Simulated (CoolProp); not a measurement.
Vapour-liquid equilibrium of ethanol (1) + dimethyl carbonate (2) at 1.64 MPa; x and y are mole fractions of (1).

Values from CoolProp's multi-fluid Helmholtz-energy mixture model, Schroeder 2014 and Zhou 2011; pair parameters Bell 2016.

```tsv
x	bubble temperature, mixture model (°C)	bubble temperature, Raoult's law (°C)	y, mixture model	y, Raoult's law
0.05	204.1	207.9	0.133	0.106
0.125	195.7	203.1	0.282	0.241
0.2	189.5	198.9	0.391	0.356
0.275	184.9	195.1	0.474	0.454
0.35	181.4	191.7	0.540	0.540
0.425	178.7	188.6	0.596	0.616
0.5	176.6	185.8	0.645	0.683
0.575	174.9	183.2	0.690	0.743
0.65	173.6	180.8	0.734	0.798
0.725	172.5	178.5	0.780	0.848
0.8	171.8	176.4	0.828	0.894
0.875	171.3	174.5	0.883	0.936
0.95	171.2	172.6	0.948	0.975
```

The largest gap from Raoult's law is -10.3 K in bubble temperature, at x = 0.35. y crosses x between x = 0.875 and 0.95: the model has an azeotrope there.

Pair parameters are fitted to limited data, so mixtures are less certain than the pure fluids.
